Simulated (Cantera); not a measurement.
A perfectly stirred reactor is fed with CH₄ : O₂ : N₂ = 1 : 3.23 : 24.8 (molar parts), equivalence ratio 0.62, at 750 Torr; it is adiabatic with a 698 K inlet, and is followed from long to short residence time, starting on the burning branch (τ in s: 0.2, 0.067, 0.022, 0.0074, 0.0024, 0.00081, 0.00027, 8.9e-05, 2.9e-05, 9.7e-06, 3.2e-06).

Model: GRI-Mech 3.0 (53 species, 325 reactions), integrated in Cantera.

Predict: blow-out, bracketed by the residence times tried; x(CH₄) at τ = 0.200 s; x(O₂) at τ = 0.200 s; x(H) at τ = 0.200 s; x(CO₂) at τ = 0.200 s; x(CH₂O) at τ = 0.200 s; x(CH₄) at τ = 0.810 ms; x(O₂) at τ = 0.810 ms.


- blow-out, bracketed by the residence times tried = burning at 2.40 ms, out at 0.810 ms
- x(CH₄) at τ = 0.200 s = 1.50e-5
- x(O₂) at τ = 0.200 s = 0.0424
- x(H) at τ = 0.200 s = 7.33e-6
- x(CO₂) at τ = 0.200 s = 0.0342
- x(CH₂O) at τ = 0.200 s = 1.20e-6
- x(CH₄) at τ = 0.810 ms = 0.0344
- x(O₂) at τ = 0.810 ms = 0.111
